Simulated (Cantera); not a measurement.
# Thermodynamics of carbothermic reduction, feed SiO2 + C + CO

Input: 1 mol SiO2, a varied amount of C, 0.064 mol CO, at 1673.15 K and 160 Pa.

Method: chemical equilibrium by Gibbs-energy minimisation in Cantera with the NASA 1993 tables (ideal gas, pure condensed phases). Candidate condensed phases: C, Si, SiC, SiO2; 20 gas species. The tables hold silica as quartz up to 1696 K and as liquid above; real silica turns to tridymite and cristobalite and melts near 1996 K. Kinetics and transport are ignored.

| n(C) (mol) | x CO | x SiO | x Si | x CO2 | x Si2C | n SiO2(β-quartz) | n SiC(s) | n C(graphite) |
|---|---|---|---|---|---|---|---|---|
| 0.56 | 0.527 | 0.473 | 2.00e-6 | 3.16e-5 | 1.39e-11 | 0.440 | 0 | 0 |
| 0.69 | 0.522 | 0.478 | 2.04e-6 | 3.10e-5 | 1.45e-11 | 0.310 | 0 | 0 |
| 0.86 | 0.518 | 0.482 | 2.08e-6 | 3.05e-5 | 1.51e-11 | 0.140 | 0 | 0 |
| 1.1 | 0.540 | 0.460 | 5.28e-5 | 1.19e-6 | 2.70e-7 | 0 | 0.0499 | 0 |
| 1.3 | 0.588 | 0.412 | 4.78e-5 | 1.29e-6 | 2.45e-7 | 0 | 0.150 | 0 |
| 1.6 | 0.661 | 0.339 | 4.10e-5 | 1.39e-6 | 2.10e-7 | 0 | 0.300 | 0 |
| 2 | 0.758 | 0.242 | 3.23e-5 | 1.44e-6 | 1.65e-7 | 0 | 0.500 | 0 |
| 2.5 | 0.879 | 0.121 | 2.12e-5 | 1.27e-6 | 1.09e-7 | 0 | 0.750 | 0 |
| 3 | 0.996 | 0.00373 | 3.50e-6 | 2.70e-7 | 1.79e-8 | 0 | 0.992 | 0.0154 |
| 3.8 | 0.996 | 0.00373 | 3.50e-6 | 2.70e-7 | 1.79e-8 | 0 | 0.992 | 0.815 |
| 4.7 | 0.996 | 0.00373 | 3.50e-6 | 2.70e-7 | 1.79e-8 | 0 | 0.992 | 1.72 |
| 5.7 | 0.996 | 0.00373 | 3.50e-6 | 2.70e-7 | 1.79e-8 | 0 | 0.992 | 2.72 |
x: gas mole fraction; n: condensed amount in mol.

From 0.56 mol C to 0.86 mol C the condensed part is SiO2(β-quartz). From 1.1 mol C to 2.5 mol C the condensed part is SiC(s). From 3 mol C to 5.7 mol C the condensed part is C(graphite) + SiC(s). The main Si-bearing gas is SiO throughout.
